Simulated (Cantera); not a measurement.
An isothermal plug-flow reactor at 925 K and 2.47 atm (inlet), inlet velocity 0.12 m/s, active area per volume 1200 1/m; feed CH4 : O2 : N2 = 0.0072 : 0.13 : 0.79 (molar parts), equivalence ratio 0.11.

Model: Deutschmann's 1995 Pt surface mechanism with GRI-Mech 3.0 gas chemistry, integrated in Cantera. Catalytic surfaces can have several steady states; this one follows from the mechanism file's or the stated starting coverage. Mass transfer to the wall is taken as infinitely fast.

Question: What does this change do: temperature 925 to 1175 K?

Answer: 
| quantity | before | after |
|---|---|---|
| x(CH4) at z = 0.015 m | 0.00197 | 1.08e-10 |
| x(O2) at z = 0.015 m | 0.129 | 0.125 |
| x(H2O) at z = 0.015 m | 0.0115 | 0.0155 |
| x(CO2) at z = 0.015 m | 0.00575 | 0.00775 |
| x(CO) at z = 0.015 m | 5.85e-7 | 3.25e-9 |
| θ(free Pt) at the exit | 0.0836 | 0.314 |
| θ(O*) at the exit | 0.914 | 0.684 |
| θ(OH*) at the exit | 0.00281 | 0.00243 |

Question: What does this change do: pressure from 2.47 atm to 4.84 atm?

Answer: 
```tsv
quantity	before	after
x(CH4) at z = 0.015 m	0.00197	0.00359
x(O2) at z = 0.015 m	0.129	0.132
x(H2O) at z = 0.015 m	0.0115	0.00830
x(CO2) at z = 0.015 m	0.00575	0.00413
x(CO) at z = 0.015 m	5.85e-7	9.86e-7
θ(free Pt) at the exit	0.0836	0.0648
θ(O*) at the exit	0.914	0.932
θ(OH*) at the exit	0.00281	0.00296
```

Question: What does this change do: area per volume 1200 to 400 1/m?

Answer: 
```csv
quantity,before,after
x(CH4) at z = 0.015 m,0.00197,0.00496
x(O2) at z = 0.015 m,0.129,0.135
x(H2O) at z = 0.015 m,0.0115,0.00560
x(CO2) at z = 0.015 m,0.00575,0.00279
x(CO) at z = 0.015 m,5.85e-7,1.39e-6
θ(free Pt) at the exit,0.0836,0.0828
θ(O*) at the exit,0.914,0.915
θ(OH*) at the exit,0.00281,0.00195
```
